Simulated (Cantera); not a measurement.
An isothermal, constant-pressure homogeneous reactor starts with N2O : N2 = 1 : 0.44 (molar parts), at 1250 K and 623 Torr.

Detailed kinetics in Cantera: GRI-Mech 3.0 (53 species, 325 reactions). GRI-Mech 3.0 was tuned for natural gas; its chemistry of N2O as a main component is partial and can be far from experiment. The mechanism lacks the step 2 NO + O2 → 2 NO2, which can matter for NO2 below about 1400 K. The temperature is held fixed by assumption; the heat of reaction is taken as removed at once.

Predict: x(N2O) at 4.00 s; x(NO) at 4.00 s; x(O2) at 4.00 s; x(NO2) at 4.00 s; x(N2) at 4.00 s; x(O) at 4.00 s.


```
Item                                                Result
----------------  ----------------------------------------
x(N2O) at 4.00 s    0.0177 (gas-phase equilibrium 1.83e-8)
x(NO) at 4.00 s    0.0487 (gas-phase equilibrium 0.000305)
x(O2) at 4.00 s        0.226 (gas-phase equilibrium 0.258)
x(NO2) at 4.00 s  0.000443 (gas-phase equilibrium 4.11e-6)
x(N2) at 4.00 s        0.707 (gas-phase equilibrium 0.742)
x(O) at 4.00 s     3.67e-7 (gas-phase equilibrium 3.88e-8)
```
